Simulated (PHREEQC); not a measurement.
0.1 mol of Gypsum (CaSO4:2H2O) is brought to equilibrium with 1 kg of water, with rising amounts of CdI2, at 25 °C. Oxygen is held at 0.21 atm. CO2 from the air is kept out. Only these solids could form: Gypsum, Portlandite, Cd(OH)2.

The numbers come from PHREEQC with the ion-association model, wateq4f.dat.

```
CdI2 added (mol)    pH  dissolved Ca (mol/kgw)  dissolved S (mol/kgw)  CdI2 (mol/kgw)  CdI+ (mol/kgw)  CdSO4 (mol/kgw)  Cd+2 (mol/kgw)
----------------  ----  ----------------------  ---------------------  --------------  --------------  ---------------  --------------
0                 7.07                  0.0157                 0.0157               0               0                0               0
0.0125            6.47                  0.0186                 0.0186         0.00137         0.00441          0.00223         0.00421
0.025              [?]                  0.0200                 0.0200         0.00510          0.0102          0.00301         0.00627
0.0375            6.35                  0.0208                 0.0208          0.0101          0.0158          0.00346         0.00766
0.05              6.33                  0.0215                 0.0215          0.0160          0.0210          0.00376         0.00871
0.0625            6.31                  0.0220                 0.0220          0.0224          0.0259          0.00399         0.00955
0.075             6.30                  0.0225                 0.0225             [?]          0.0306          0.00417          0.0103
0.0875            6.29                  0.0229                 0.0229          0.0366          0.0351          0.00431          0.0109
0.1               6.28                  0.0232                 0.0232          0.0441          0.0394          0.00444          0.0114
0.112             6.27                  0.0235                 0.0235             [?]          0.0433          0.00454          0.0118
0.125             6.26                  0.0238                 0.0238          0.0599          0.0474          0.00464          0.0123
0.137             6.26                  0.0240                 0.0240          0.0677          0.0511          0.00471          0.0127
0.15              6.25                  0.0243                 0.0243          0.0764          0.0550          0.00479          0.0130
```

Some entries are withheld; supply them.


- 0.025, pH: 6.39
- 0.075, CdI2 (mol/kgw): 0.0293
- 0.112, CdI2 (mol/kgw): 0.0516
